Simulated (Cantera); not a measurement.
A perfectly stirred reactor is fed with CH3OH : O2 : N2 = 0.0086 : 0.0036 : 1 (molar parts), equivalence ratio 3.6, at 10.0 bar; it is held at 1300 K, and followed from long to short residence time.

Model: GRI-Mech 3.0 (53 species, 325 reactions), integrated in Cantera. GRI-Mech 3.0 was tuned for natural gas; its chemistry of methanol as a main component is partial and can be far from experiment.

### Question
What does this change do: 0.0021 parts CH4 added?

### Answer
| quantity | before | after |
|---|---|---|
| x(CH3OH) at τ = 20.0 s | 5.08e-7 | 4.11e-6 |
| x(O2) at τ = 20.0 s | 4.08e-6 | 2.98e-5 |
| x(C2H4) at τ = 20.0 s | 8.97e-8 | 2.88e-5 |
| x(C2H2) at τ = 20.0 s | 2.72e-7 | 7.29e-5 |
| x(N2O) at τ = 20.0 s | 2.19e-10 | 4.08e-10 |
| x(CH3OH) at τ = 72.0 ms | 1.38e-5 | 9.90e-5 |
| x(O2) at τ = 72.0 ms | 0.000102 | 0.000414 |
| x(C2H4) at τ = 72.0 ms | 1.60e-7 | 3.10e-5 |
| x(C2H2) at τ = 72.0 ms | 3.45e-7 | 2.90e-5 |
| x(N2O) at τ = 72.0 ms | 5.88e-9 | 1.70e-8 |
